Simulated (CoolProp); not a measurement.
A Linde-Hampson liquefier for oxygen: isothermal reversible compression at 250 K from 1 atm to 30 MPa, throttling to 1 atm, return gas leaving the recuperator 5 K below the feed. Each further row changes one setting.

The numbers come from the reference Helmholtz-energy equation of state, Schmidt 1985 in CoolProp.

| case | liquid yield per pass | compression work (kJ/kg of gas) |
|---|---|---|
| as stated | [?] | 352 |
| high pressure 60 MPa | [?] | [?] |
| warm-end temperature 280 K | [?] | [?] |
| warm-end gap 10 K | [?] | 352 |

Complete the blanks.


- as stated, liquid yield per pass: 0.213
- high pressure 60 MPa, liquid yield per pass: 0.236
- high pressure 60 MPa, compression work (kJ/kg of gas): 399
- warm-end temperature 280 K, liquid yield per pass: 0.156
- warm-end temperature 280 K, compression work (kJ/kg of gas): 402
- warm-end gap 10 K, liquid yield per pass: 0.203
